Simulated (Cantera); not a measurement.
A closed system holds: 1 mol Si2H6, 4.6 mol HCl, 20 mol N2, at 752 °C and 2.90 mbar.

These are equilibrium values from Cantera (NASA tables, ideal gas, pure condensed phases), not measurements of a reactor. Candidate condensed phases: NH4Cl, Si, Si3N4; 28 gas species. The feed counts by its element totals alone. N2 is the only nitrogen source here; it is nearly inert below about 1500 K, so the nitride shown seldom forms there in practice. The tables' values for SiCl3 are old estimates; treat these amounts as uncertain. Rates play no part.

Base state: N2 0.713, HCl 0.165, H2 0.119, SiCl4 0.00253, SiCl3 2.02e-5, SiHCl3 1.58e-5 (mole fractions); condensed: Si3N4(s).

Task: What changes in the equilibrium state with this change: HCl from 4.6 to 0.75 mol?

Result: 
```
species         before    after
-------------  -------  -------
N2               0.713    0.833
H2               0.119    0.134
HCl              0.165   0.0334
SiCl4          0.00253  3.07e-6
SiCl3          2.02e-5  1.28e-7
SiHCl3         1.58e-5  1.06e-7
Si3N4(s), mol    0.644    0.667
```
